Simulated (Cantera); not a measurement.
An isothermal, constant-pressure homogeneous reactor starts with CO : O₂ : H₂O : N₂ = 0.027 : 0.078 : 0.022 : 1 (molar parts), at 1375 K and 7500 Torr.

Computed with Cantera and GRI-Mech 3.0 (53 species, 325 reactions).

x: mole fraction; the columns are a selection and need not sum to one.

| t (s) | x CO | x O₂ | x H₂O | x NO | x N₂O |
|---|---|---|---|---|---|
| 0.000100 | 0.0229 | 0.0686 | 0.0194 | 1.81e-9 | [?] |
| 0.000228 | 0.0174 | 0.0660 | 0.0195 | 2.63e-8 | [?] |
| 0.000518 | 0.0100 | 0.0626 | 0.0196 | 7.61e-8 | [?] |
| 0.00118 | 0.00398 | 0.0598 | 0.0197 | 1.38e-7 | [?] |
| 0.00268 | 0.000993 | 0.0584 | 0.0197 | 1.86e-7 | 3.38e-6 |
| 0.00611 | 0.000146 | 0.0580 | 0.0197 | 2.24e-7 | 3.28e-6 |
| 0.0139 | 1.33e-5 | 0.0579 | 0.0198 | 2.53e-7 | [?] |
| 0.0316 | 6.59e-7 | 0.0579 | 0.0198 | 2.63e-7 | [?] |
| 0.0720 | 2.38e-8 | 0.0579 | 0.0198 | 2.65e-7 | [?] |
| 0.164 | 2.03e-8 | 0.0579 | 0.0198 | 2.66e-7 | [?] |
| 0.373 | 2.03e-8 | 0.0579 | 0.0198 | 2.67e-7 | 7.66e-8 |
| 0.848 | 2.03e-8 | 0.0579 | 0.0198 | 2.69e-7 | 7.66e-8 |
| 1.93 | 2.03e-8 | 0.0579 | 0.0198 | 2.74e-7 | 7.66e-8 |
| 4.39 | 2.03e-8 | 0.0579 | 0.0198 | 2.86e-7 | 7.66e-8 |
| 10.0 | 2.03e-8 | 0.0579 | 0.0198 | 3.13e-7 | 7.66e-8 |

Question: Complete the blanks.

Answer: 
- 0.000100, x N₂O: 1.36e-7
- 0.000228, x N₂O: 8.66e-7
- 0.000518, x N₂O: 1.90e-6
- 0.00118, x N₂O: 2.87e-6
- 0.0139, x N₂O: 2.55e-6
- 0.0316, x N₂O: 1.35e-6
- 0.0720, x N₂O: 3.50e-7
- 0.164, x N₂O: 8.47e-8
